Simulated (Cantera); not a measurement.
A closed system holds: 1 mol B, a varied amount of O₂, held at 66.0 Pa.

Cantera equilibrium calculation (NASA polynomials, part measured and part estimated; ideal gas, pure solids and liquids). Candidate condensed phases: B, B₂O₃; 10 gas species. Kinetics and transport are ignored.

Stable condensed phases, one row left out:

```
T in K \ n(O₂) in mol
         0.78    1  1.3  1.6  2.1  2.7  3.5  4.4  5.7
   2348     A    A    A    A    A    A    A    A    A
   2273     A    A    A    A    A    A    A    A    A
   2198     A    A    A    A    A    A    A    A    A
   2123     A    A    A    A    A    A    A    A    A
   2048     A    A    A    A    A    A    A    A    A
   1973     A    A    A    A    A    A    A    A    A
   1898     A    A    A    A    A    A    A    A    A
   1823     A    A    A    A    A    A    A    A    A
   1748     A    A    A    A    A    A    A    A    A
   1673     B    A    A    A    A    A    A    A    A
   1598     B    B    B    B    B    A    A    A    A
   1448     B    B    B    B    B    B    B    B    B
```

A: gas only; B: B₂O₃.

Give the row for 1523 K.

0.78: B₂O₃; 1: B₂O₃; 1.3: B₂O₃; 1.6: B₂O₃; 2.1: B₂O₃; 2.7: B₂O₃; 3.5: B₂O₃; 4.4: B₂O₃; 5.7: B₂O₃.
